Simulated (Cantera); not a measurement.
Feed: 1 mol Ti, 38 mol H2, a varied amount of O2, at 1298 K and 12.0 Pa.

Cantera equilibrium calculation (NASA polynomials, part measured and part estimated; ideal gas, pure solids and liquids). Candidate condensed phases: H2O, Ti, TiO, TiO2, Ti2O3, Ti3O5, Ti4O7; 12 gas species. Mutual solubility and eutectic melting of coexisting phases are not modelled. TiO: taken at fixed stoichiometry. Condensed phases not in the tables: Magnéli phases beyond Ti4O7, N, O or C dissolved in the metal. The numbers say what is thermodynamically allowed, not how fast it happens.

log p: log10 of the partial pressure in bar; n: condensed amount in mol.

```csv
n(O2) (mol),log p H2,log p H2O,log p H,log p OH,log p Ti,n Ti(β),n TiO(s),n Ti2O3(s),n Ti3O5(s),n TiO2(rutile)
0.38,-3.92,-13.70,-7.93,<-15,-11.46,0.240,0.760,0,0,0
0.56,-3.92,-10.00,-7.93,[?],-15.17,0,0.760,0.120,0,0
0.81,-3.92,-8.03,-7.93,[?],<-15,0,0,0.149,0.234,0
1.2,-3.93,-5.90,-7.93,[?],<-15,0,0,0,0,1.00
1.7,-3.94,-5.35,-7.94,[?],<-15,0,0,0,0,1.00
2.5,-3.96,-5.02,-7.95,[?],<-15,0,0,0,0,1.00
3.6,-3.98,-4.78,-7.96,[?],<-15,0,0,0,0,1.00
5.3,-4.03,-4.57,-7.99,[?],<-15,0,0,0,0,1.00
7.7,-4.11,-4.37,-8.02,[?],<-15,0,0,0,0,1.00
11,-4.25,-4.20,-8.09,[?],<-15,0,0,0,0,1.00
```

Problem. What belongs in the gaps?

Solution. 
- 0.56, log p OH: -15.89
- 0.81, log p OH: -13.92
- 1.2, log p OH: -11.79
- 1.7, log p OH: -11.24
- 2.5, log p OH: -10.90
- 3.6, log p OH: -10.65
- 5.3, log p OH: -10.41
- 7.7, log p OH: -10.18
- 11, log p OH: -9.93
